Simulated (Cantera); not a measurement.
A perfectly stirred reactor is fed with C₃H₈ : H₂ = 1 : 1.3 (molar parts), at 160000 Pa; it is held at 1948 K, and followed from long to short residence time.

Model: GRI-Mech 3.0 (53 species, 325 reactions), integrated in Cantera. GRI-Mech 3.0 was tuned for natural gas; its chemistry of propane as a main component is partial and can be far from experiment. GRI-Mech 3.0 stops at C3 and has no aromatics, soot or wall deposition, so with more carbon than oxygen in the feed, carbon stays in small species such as C2H2 where larger ones or solid carbon would form.

Problem. What does this change do: temperature 1948 to 1125 K?

Solution. 
```csv
quantity,before,after
x(C₃H₈) at τ = 16.0 s,2.02e-8,0.00293
x(H₂) at τ = 16.0 s,0.707,0.262
x(CH₄) at τ = 16.0 s,0.0106,0.479
x(CH₂) at τ = 16.0 s,3.02e-7,<1e-12
x(C₂H₂) at τ = 16.0 s,0.278,0.0113
x(C₃H₈) at τ = 91.0 ms,3.39e-6,0.107
x(H₂) at τ = 91.0 ms,0.700,0.423
x(CH₄) at τ = 91.0 ms,0.0195,0.233
x(CH₂) at τ = 91.0 ms,5.45e-7,1.77e-11
x(C₂H₂) at τ = 91.0 ms,0.276,0.00195
```

Problem. What does this change do: temperature 1948 to 1223 K?

Solution. 
```csv
quantity,before,after
x(C₃H₈) at τ = 16.0 s,2.02e-8,0.000563
x(H₂) at τ = 16.0 s,0.707,0.267
x(CH₄) at τ = 16.0 s,0.0106,0.506
x(CH₂) at τ = 16.0 s,3.02e-7,1.02e-11
x(C₂H₂) at τ = 16.0 s,0.278,0.0462
x(C₃H₈) at τ = 91.0 ms,3.39e-6,0.0196
x(H₂) at τ = 91.0 ms,0.700,0.396
x(CH₄) at τ = 91.0 ms,0.0195,0.300
x(CH₂) at τ = 91.0 ms,5.45e-7,1.07e-10
x(C₂H₂) at τ = 91.0 ms,0.276,0.0213
```
